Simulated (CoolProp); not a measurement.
Toluene along the isobar 0.922 MPa: density (kg/m³) from the reference equation and from simpler models built on Tc = 591.7 K, pc = 4.126 MPa, ω = 0.266; each cubic takes its own stable root.

Computed with CoolProp (reference Helmholtz-energy equation of state, Lemmon 2006). It is a short technical equation, of lower accuracy than the large ones.

```tsv
T (K)	phase	reference	van der Waals	Redlich-Kwong	Soave-Redlich-Kwong	Peng-Robinson
442.5	liquid	715.9	27.26	606.7	635.5	720.3
458.7	liquid	695.9	25.85	584.3	614.1	696.5
474.8	liquid	674.6	24.62	25.70	590.5	670.1
490.9	gas	25.36	23.52	24.36	24.73	25.02
507.1	gas	23.88	22.53	23.18	23.44	23.71
523.2	gas	22.65	21.63	22.15	22.33	22.57
539.3	gas	21.59	20.82	21.23	21.34	21.57
555.5	gas	20.65	20.06	20.39	20.46	20.66
571.6	gas	19.83	19.37	19.63	19.66	19.85
587.7	gas	19.08	18.73	18.94	18.94	19.12
603.9	gas	18.40	18.13	18.30	18.28	18.44
620	gas	17.78	17.57	17.71	17.67	17.82
```

At some of these states van der Waals, Redlich-Kwong gives the other phase, because its saturation line lies elsewhere.
